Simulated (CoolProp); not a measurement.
The numbers come from the reference Helmholtz-energy equation of state, McLinden 2015 in CoolProp.

**Question.** For the fluoroketone C6F12O (FK-5-1-12), give the phase and the cp (kJ/(kg K)), Joule-Thomson coefficient (K/MPa) at 310.6 K and 0.187 MPa; 310.6 K and 1.05 MPa.

**Answer.** 
- 310.6 K and 0.187 MPa: liquid; cp 1.11, Joule-Thomson coefficient -0.217
- 310.6 K and 1.05 MPa: liquid; cp 1.11, Joule-Thomson coefficient -0.225
